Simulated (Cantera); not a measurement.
Standard-state values (1 bar) from the NASA 1993 polynomials, evaluated with Cantera. Values are per mole of reaction as written; species without (g) are pure solids or liquids, kept so even where they would boil at 1 bar.

P4(g) + 5 NO2(g) = P4O10 + 5 N(g), with ΔH° = -876.4 kJ and ΔS° = -485.2 J/K at 300 K.

Task: How far is the shortcut ΔG° ≈ ΔH°(300 K) − T·ΔS°(300 K) from the full temperature-dependent value at 450, 475, 500, 525, 550, 575, 600, 625, 650, 675 K?

Result: 
```
T (K)  shortcut (kJ)  full (kJ)  difference (kJ)  difference in log10 K
-----  -------------  ---------  ---------------  ---------------------
450           -658.0     -660.5              2.4                  -0.28
475           -645.9     -649.3              3.3                  -0.37
500           -633.8     -638.2              4.4                  -0.46
525           -621.7     -627.2              5.5                  -0.55
550           -609.5     -616.4              6.8                  -0.65
575           -597.4     -605.7              8.3                  -0.75
600           -585.3     -595.1              9.8                  -0.86
625           -573.1     -584.7             11.5                  -0.96
650           -561.0     -574.4             13.4                  -1.08
675           -548.9     -564.2             15.4                  -1.19
```
The shortcut ignores the heat-capacity change of the reaction.
